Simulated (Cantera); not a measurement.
A closed system holds: 1 mol Si, 1.6 mol Br2, 26 mol N2, held at 1350 K and 0.0160 bar.

Equilibrium computed with Cantera from the NASA thermochemical tables; the gas is ideal and each condensed phase is pure. Candidate condensed phases: Br2, Si, Si3N4; 13 gas species. N2 is the only nitrogen source here; it is nearly inert below about 1500 K, so the nitride shown seldom forms there in practice. The tables' values for SiBr3 are old estimates; treat these amounts as uncertain. Rates play no part.

Base state: N2 0.961, SiBr4 0.0213, SiBr2 0.0102, Br 0.00514, SiBr3 0.00255, Br2 2.77e-5 (mole fractions); condensed: Si3N4(s).

### Question
What changes in the equilibrium state with this change: temperature from 1350 K to 725 K?

### Answer
| species | before | after |
|---|---|---|
| N2 | 0.961 | 0.970 |
| SiBr4 | 0.0213 | 0.0300 |
| Br | 0.00514 | 4.02e-8 |
| SiBr2 | 0.0102 | <1e-9 |
| SiBr3 | 0.00255 | 7.40e-9 |
| Br2 | 2.77e-5 | 5.84e-9 |
| Si3N4(s), mol | 0.0268 | 0.0667 |
